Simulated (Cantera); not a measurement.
Charge: 1 mol C2H5OH, 3.2 mol H2O, 1.5 mol H2, at 1377 °C and 720000 Pa.

Equilibrium computed with Cantera from the NASA thermochemical tables; the gas is ideal and each condensed phase is pure. Candidate condensed phases: C, C6H6, C7H8, C8H18, H2O; 110 gas species. Rates play no part.

Base state: H2 0.587, H2O 0.206, CO 0.186, CO2 0.0203, H 2.59e-5 (mole fractions); condensed: gas only.

Question: What changes in the equilibrium state with this change: 0.31 mol O2 added?

Answer: 
| species | before | after |
|---|---|---|
| H2 | 0.587 | 0.531 |
| H2O | 0.206 | 0.263 |
| CO | 0.186 | 0.179 |
| CO2 | 0.0203 | 0.0276 |
| H | 2.59e-5 | 2.47e-5 |
